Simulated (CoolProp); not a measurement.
Ethanol along the isobar 4040 kPa: density (kg/m³) from the reference equation and from simpler models built on Tc = 514.7 K, pc = 6268 kPa, ω = 0.644; each cubic takes its own stable root.

Values from CoolProp's reference Helmholtz-energy equation of state, Schroeder 2014.

| T (K) | phase | reference | Redlich-Kwong | Soave-Redlich-Kwong |
|---|---|---|---|---|
| 418 | liquid | (withheld) | 492.5 | 546.8 |
| 443.3 | liquid | (withheld) | 451.0 | 504.1 |
| 468.5 | liquid | 573.8 | 396.5 | 447.7 |
| 493.8 | gas | (withheld) | 66.73 | (withheld) |
| 519 | gas | 56.06 | (withheld) | 57.81 |
| 544.3 | gas | 49.56 | 52.29 | 51.04 |
| 569.5 | gas | 45.22 | 47.95 | 46.33 |
| 594.8 | gas | 41.94 | 44.49 | 42.73 |
| 620 | gas | 39.34 | (withheld) | 39.85 |

Q: Complete the blanks.

A: 
- 418, reference: 664.8
- 443.3, reference: 624.6
- 493.8, reference: 68.57
- 493.8, Soave-Redlich-Kwong: 69.61
- 519, Redlich-Kwong: 58.10
- 620, Redlich-Kwong: 41.64
